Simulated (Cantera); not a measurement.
Input (Python, Cantera):

```python
import numpy as np
import cantera as ct

gas = ct.Solution("gri30.yaml")
gas.TPX = 550, 200000, {'CO': 1, 'H2': 0.073, 'CH4': 0.11, 'O2': 1.15, 'N2': 4.31}
inlet = ct.Reservoir(gas, clone=True)
gas.equilibrate("HP")  # start burning
reactor = ct.IdealGasConstPressureReactor(gas, energy="on", clone=False)
exhaust = ct.Reservoir(gas, clone=True)
tau = [0.062, 0.024, 0.0091, 0.0035, 0.0013, 0.00051, 0.00019, 7.4e-05, 2.8e-05, 1.1e-05][0]
for a, b in ((inlet, reactor), (reactor, exhaust)):
    ct.MassFlowController(a, b, mdot=lambda t: reactor.mass / tau)
net = ct.ReactorNet([reactor])
show = ['CO', 'H2', 'CH4', 'C2H4', 'CH2CO', 'CH2']

rows = []
print(f"{'tau/s':>10s}{'T/K':>9s}" + "".join(f"{s:>11s}" for s in show))
for tau in [0.062, 0.024, 0.0091, 0.0035, 0.0013, 0.00051, 0.00019, 7.4e-05, 2.8e-05, 1.1e-05]:
    net.initial_time = 0.0
    net.advance(30 * tau)
    before = gas.X
    net.advance(40 * tau)
    drift = np.max(np.abs(gas.X - before) / (gas.X + 1e-9))
    rows.append([gas.T, *gas[show].X, drift])
    print(f"{tau:10.3e}{gas.T:9.1f}" + "".join(f"{x:11.3e}" for x in gas[show].X))
```

Result:

```
     tau/s      T/K         CO         H2        CH4       C2H4      CH2CO        CH2
 6.200e-02   2158.2  3.702e-03  1.797e-04  8.380e-07  4.815e-12  5.078e-11  7.873e-09
 2.400e-02   2144.4  5.359e-03  2.566e-04  1.727e-06  1.563e-11  1.513e-10  1.753e-08
 9.100e-03   2115.7  8.560e-03  4.106e-04  3.354e-06  3.837e-11  4.402e-10  3.591e-08
 3.500e-03   2068.5  1.367e-02  6.661e-04  6.321e-06  7.872e-11  1.118e-09  6.591e-08
 1.300e-03   1995.8  2.125e-02  1.057e-03  1.258e-05  1.634e-10  2.539e-09  1.125e-07
 5.100e-04   1901.1  3.077e-02  1.534e-03  2.590e-05  3.685e-10  5.059e-09  1.730e-07
 1.900e-04   1764.3  4.497e-02  2.077e-03  6.537e-05  1.205e-09  1.152e-08  2.609e-07
 7.400e-05   1529.3  7.635e-02  2.605e-03  3.019e-04  1.184e-08  6.725e-08  4.536e-07
 2.800e-05    550.0  1.505e-01  1.099e-02  1.656e-02  8.741e-21  9.554e-21 -3.771e-35
 1.100e-05    550.0  1.505e-01  1.099e-02  1.656e-02  1.554e-23  1.698e-23 -1.952e-34
```

Cantera simulation using GRI-Mech 3.0 (53 species, 325 reactions); the numbers are that mechanism's predictions, not measurements.
